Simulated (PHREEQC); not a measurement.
0.7 g of hydrous ferric oxide (600 m²/g; 0.2 weak and 0.005 strong sites per Fe, Dzombak-Morel constants, diffuse double layer) in 1 kg of water with 0.005 mol/kgw of an inert sodium salt and 0.002 mmol/kgw Ag2SO4, at 25 °C; the pH is set by adding NaOH or the inert anion's acid. O2 is buffered at 0.21 atm. CO2 from the air is kept out. Precipitation was switched off in this run.

Base run: PHREEQC, ion-association model, wateq4f.dat. Each further column changes one thing. The table gives Ag sorbed (%).

```json
[
 {"pH": "4", "base": "0.3", "no electrostatic term (-no_edl)": "0.0", "background salt from 0.005 to 0.0005 mol/kgw": "0.5", "oxide from 0.7 to 3.5 g/kgw": "1.5", "0.0077 mol/kgw Na2SO4 added": "0.0"},
 {"pH": "4.67", "base": "2.0", "no electrostatic term (-no_edl)": "0.0", "background salt from 0.005 to 0.0005 mol/kgw": "2.4", "oxide from 0.7 to 3.5 g/kgw": "9.1", "0.0077 mol/kgw Na2SO4 added": "0.1"},
 {"pH": "5.33", "base": "9.6", "no electrostatic term (-no_edl)": "0.2", "background salt from 0.005 to 0.0005 mol/kgw": "10.6", "oxide from 0.7 to 3.5 g/kgw": "34.5", "0.0077 mol/kgw Na2SO4 added": "1.0"},
 {"pH": "6", "base": "33.7", "no electrostatic term (-no_edl)": "3.3", "background salt from 0.005 to 0.0005 mol/kgw": "35.2", "oxide from 0.7 to 3.5 g/kgw": "72.1", "0.0077 mol/kgw Na2SO4 added": "12.3"},
 {"pH": "6.67", "base": "70.0", "no electrostatic term (-no_edl)": "37.8", "background salt from 0.005 to 0.0005 mol/kgw": "71.1", "oxide from 0.7 to 3.5 g/kgw": "92.5", "0.0077 mol/kgw Na2SO4 added": "56.3"},
 {"pH": "7.33", "base": "91.3", "no electrostatic term (-no_edl)": "87.6", "background salt from 0.005 to 0.0005 mol/kgw": "91.7", "oxide from 0.7 to 3.5 g/kgw": "98.3", "0.0077 mol/kgw Na2SO4 added": "89.0"},
 {"pH": "8", "base": "98.0", "no electrostatic term (-no_edl)": "98.0", "background salt from 0.005 to 0.0005 mol/kgw": "98.1", "oxide from 0.7 to 3.5 g/kgw": "99.6", "0.0077 mol/kgw Na2SO4 added": "97.6"},
 {"pH": "8.67", "base": "99.6", "no electrostatic term (-no_edl)": "99.5", "background salt from 0.005 to 0.0005 mol/kgw": "99.6", "oxide from 0.7 to 3.5 g/kgw": "99.9", "0.0077 mol/kgw Na2SO4 added": "99.5"},
 {"pH": "9.33", "base": "99.9", "no electrostatic term (-no_edl)": "99.7", "background salt from 0.005 to 0.0005 mol/kgw": "99.9", "oxide from 0.7 to 3.5 g/kgw": "100.0", "0.0077 mol/kgw Na2SO4 added": "99.9"},
 {"pH": "10", "base": "100.0", "no electrostatic term (-no_edl)": "99.8", "background salt from 0.005 to 0.0005 mol/kgw": "100.0", "oxide from 0.7 to 3.5 g/kgw": "100.0", "0.0077 mol/kgw Na2SO4 added": "100.0"},
 {"pH": "10.67", "base": "100.0", "no electrostatic term (-no_edl)": "99.8", "background salt from 0.005 to 0.0005 mol/kgw": "100.0", "oxide from 0.7 to 3.5 g/kgw": "100.0", "0.0077 mol/kgw Na2SO4 added": "100.0"},
 {"pH": "11.33", "base": "100.0", "no electrostatic term (-no_edl)": "99.8", "background salt from 0.005 to 0.0005 mol/kgw": "100.0", "oxide from 0.7 to 3.5 g/kgw": "100.0", "0.0077 mol/kgw Na2SO4 added": "100.0"},
 {"pH": "12", "base": "100.0", "no electrostatic term (-no_edl)": "99.4", "background salt from 0.005 to 0.0005 mol/kgw": "100.0", "oxide from 0.7 to 3.5 g/kgw": "100.0", "0.0077 mol/kgw Na2SO4 added": "100.0"}
]
```
